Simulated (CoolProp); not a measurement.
Model: reference Helmholtz-energy equation of state, Lemmon 2006, in CoolProp. It is a short technical equation, of lower accuracy than the large ones.

For CH3F (R41), give the phase and the cp (kJ/(kg K)), cv (kJ/(kg K)), Joule-Thomson coefficient (K/MPa) at 425 K and 0.923 MPa.


- 425 K and 0.923 MPa: gas; cp 1.39, cv 1.12, Joule-Thomson coefficient 6.64
